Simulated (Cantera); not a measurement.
**Ignition delay**

Mixture: 12.2 % CH₃OH, 18.5 % O₂, 69.3 % N₂, at 19.0 bar, adiabatic and at constant pressure. Ignition delay is the time to a rise of 400 K.

Model: GRI-Mech 3.0 (53 species, 325 reactions), integrated in Cantera. GRI-Mech 3.0 was tuned for natural gas; its chemistry of methanol as a main component is partial and can be far from experiment. The pressure lies above the range GRI-Mech 3.0 was tuned for (to about 10 atm).

| T0 (K) | delay (ms) |
|---|---|
| 1173 | 1.52 |
| 1248 | 0.438 |
| 1323 | 0.147 |
| 1398 | 0.0570 |
| 1473 | 0.0249 |
| 1548 | 0.0122 |
| 1623 | 0.00649 |
| 1698 | 0.00372 |
| 1773 | 0.00226 |
| 1848 | 0.00143 |

```
Item                                                     Value
--------------------------------------------------  ----------
apparent activation energy between 1698 and 1848 K  170 kJ/mol
```
